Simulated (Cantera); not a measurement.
Thermodynamics of aluminium and copper etching, feed Al + Cl₂

Feed: 1 mol Al, 1.8 mol Cl₂, held at 4.00 Pa.

Cantera equilibrium calculation (NASA polynomials, part measured and part estimated; ideal gas, pure solids and liquids). Candidate condensed phases: Al, AlCl₃; 8 gas species. The tables' values for AlCl₂ are old estimates; treat these amounts as uncertain. Equilibrium is a limit: real reactors are often held back by kinetics, nucleation or transport.

From 600 °C to 1050 °C nothing is condensed. The main Al-bearing gas is AlCl₃ throughout.

| T (°C) | x AlCl₃ | x Cl | x Cl₂ | x Al₂Cl₆ | x AlCl₂ | x AlCl |
|---|---|---|---|---|---|---|
| 600 | 0.768 | 0.00335 | 0.229 | 1.79e-5 | 4.18e-12 | <1e-12 |
| 650 | 0.766 | 0.00839 | 0.226 | 7.46e-6 | 3.98e-11 | <1e-12 |
| 700 | 0.762 | 0.0190 | 0.219 | 3.39e-6 | 3.01e-10 | <1e-12 |
| 750 | 0.754 | 0.0391 | 0.207 | 1.66e-6 | 1.89e-9 | <1e-12 |
| 800 | 0.741 | 0.0733 | 0.186 | 8.56e-7 | 1.02e-8 | <1e-12 |
| 850 | 0.721 | 0.124 | 0.154 | 4.61e-7 | 4.85e-8 | <1e-12 |
| 900 | 0.696 | 0.189 | 0.114 | 2.57e-7 | 2.14e-7 | 2.50e-12 |
| 950 | 0.671 | 0.256 | 0.0732 | 1.49e-7 | 9.04e-7 | 3.43e-11 |
| 1000 | 0.650 | 0.309 | 0.0406 | 9.13e-8 | 3.74e-6 | 4.60e-10 |
| 1050 | 0.638 | 0.342 | 0.0203 | 5.92e-8 | 1.51e-5 | 5.92e-9 |
x: gas mole fraction; nothing condenses.
